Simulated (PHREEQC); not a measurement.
HCl is added in steps, without added water, to 1 kg of water holding 0.0036 mol CuSO4, 3.4e-05 mol HNO3 and 0.14 mol KCl, at 25 °C. Oxygen is held at 0.21 atm. The system is closed to CO2. Only these solids could form: Cu(OH)2, Brochantite, Antlerite, Atacamite, Cu2(OH)3NO3, Chalcanthite.

Base run: PHREEQC, ion-association model, wateq4f.dat. Each further column changes one thing. The table gives HSO4- (mol/kgw).

```csv
HCl added (mol),base,temperature from 25 to 60 °C,KCl from 0.14 to 0.014 mol/kgw,HNO3 replaced by Al(NO3)3 at the same molality,no solid may form
0,2.87e-6,8.80e-6,4.85e-6,1.91e-6,2.87e-6
0.005375,0.000395,0.000673,0.000614,0.000392,0.000395
0.008063,0.000562,0.000928,0.000845,0.000558,0.000562
0.01344,0.000847,0.00133,0.00121,0.000843,0.000847
0.01613,0.000971,0.00149,0.00136,0.000966,0.000971
0.0215,0.00119,0.00175,0.00160,0.00118,0.00119
0.02687,0.00137,0.00195,0.00179,0.00136,0.00137
0.02956,0.00145,0.00204,0.00187,0.00145,0.00145
0.03494,0.00159,0.00219,0.00201,0.00159,0.00159
0.03762,0.00166,0.00225,0.00207,0.00165,0.00166
0.043,0.00178,0.00236,0.00217,0.00177,0.00178
```

 Away from 25 °C the constants follow the database's enthalpies or fits; those with neither stay at their 25 °C values. Solids allowed in the column 'HNO3 replaced by Al(NO3)3 at the same molality': Al(OH)3(a), Cu(OH)2, Brochantite, Antlerite, Atacamite, Cu2(OH)3NO3, Basaluminite, Chalcanthite, AlumK.
